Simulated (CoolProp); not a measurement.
Carbon monoxide along the isotherm 75.4 K: Z from the reference equation and from simpler models built on Tc = 132.9 K, pc = 3.498 MPa, ω = 0.050; each cubic takes its own stable root.

Values from CoolProp's reference Helmholtz-energy equation of state, Lemmon 2006. It is a short technical equation, of lower accuracy than the large ones.

```json
[
 {"p (MPa)": "0.0166", "phase": "gas", "reference": "0.9918"},
 {"p (MPa)": "0.0244", "phase": "gas", "reference": "0.9878"},
 {"p (MPa)": "0.0357", "phase": "gas", "reference": "0.9821"},
 {"p (MPa)": "0.0525", "phase": "liquid", "reference": "0.002861"},
 {"p (MPa)": "0.077", "phase": "liquid", "reference": "0.004196"},
 {"p (MPa)": "0.113", "phase": "liquid", "reference": "0.006157"},
 {"p (MPa)": "0.166", "phase": "liquid", "reference": "0.009044"},
 {"p (MPa)": "0.244", "phase": "liquid", "reference": "0.01329"},
 {"p (MPa)": "0.357", "phase": "liquid", "reference": "0.01944"},
 {"p (MPa)": "0.525", "phase": "liquid", "reference": "0.02858"},
 {"p (MPa)": "0.77", "phase": "liquid", "reference": "0.04189"},
 {"p (MPa)": "1.13", "phase": "liquid", "reference": "0.06141"},
 {"p (MPa)": "1.66", "phase": "liquid", "reference": "0.09010"},
 {"p (MPa)": "2.44", "phase": "liquid", "reference": "0.1322"},
 {"p (MPa)": "3.57", "phase": "liquid", "reference": "0.1929"},
 {"p (MPa)": "5.25", "phase": "liquid", "reference": "0.2826"}
]
```

**Question.** How far does each simpler model (van der Waals, Peng-Robinson) lie from the reference over these 16 states: mean and median of the absolute difference, and the worst?

**Answer.** 
- van der Waals: mean 5233.6 %, median 46.5 %, worst +34272.6 % at 75.4 K and 0.0525 MPa
- Peng-Robinson: mean 9.2 %, median 11.3 %, worst -11.3 % at 75.4 K and 5.25 MPa

At some of these states van der Waals gives the other phase, because its saturation line lies elsewhere.
